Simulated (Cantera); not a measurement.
Charge: 1 mol Al, 9 mol CO2, 8.6 mol H2, 1.7 mol H2O, held at 1.00 bar.

Cantera equilibrium calculation (NASA polynomials, part measured and part estimated; ideal gas, pure solids and liquids). Candidate condensed phases: Al, Al2O3, C, C6H6, C7H8, C8H18, H2O; 121 gas species. Gases not in the tables: Al(OH)3. Kinetics and transport are ignored. All values below are at 1225 °C.

Base state: H2O 0.312, CO 0.302, H2 0.222, CO2 0.165 (mole fractions); condensed: Al2O3(s).

### Question
What changes in the equilibrium state with this change: CO2 from 9 to 0.028 mol?

### Answer
| species | before | after |
|---|---|---|
| H2 | 0.222 | 0.975 |
| H2O | 0.312 | 0.0221 |
| CO | 0.302 | 0.00269 |
| CO2 | 0.165 | 2.36e-5 |
| H | 8.09e-6 | 1.70e-5 |
| Al2O3(s), mol | 0.500 | 0.500 |
